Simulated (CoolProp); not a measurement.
n-perfluorohexane along the isotherm 176.85 °C: density (kg/m³) from the reference equation and from simpler models built on Tc = 174.9 °C, pc = 17.42 bar, ω = 0.497; each cubic takes its own stable root.

Model: reference Helmholtz-energy equation of state, Gao 2022, in CoolProp.

```tsv
p (bar)	phase	reference
19.4	supercritical	871.1
38.7	supercritical	1124
58.1	supercritical	1198
77.4	supercritical	1246
96.8	supercritical	1282
116	supercritical	1310
135	supercritical	1334
155	supercritical	1356
174	supercritical	1375
```

### Question
How far does each simpler model (van der Waals, Redlich-Kwong, Soave-Redlich-Kwong, Peng-Robinson) lie from the reference over these 9 states: mean and median of the absolute difference, and the worst?

### Answer
- van der Waals: mean 31.4 %, median 30.9 %, worst -34.3 % at 176.85 °C and 19.4 bar
- Redlich-Kwong: mean 13.0 %, median 11.4 %, worst -23.9 % at 176.85 °C and 19.4 bar
- Soave-Redlich-Kwong: mean 13.3 %, median 11.5 %, worst -25.6 % at 176.85 °C and 19.4 bar
- Peng-Robinson: mean 4.6 %, median 2.0 %, worst -18.4 % at 176.85 °C and 19.4 bar
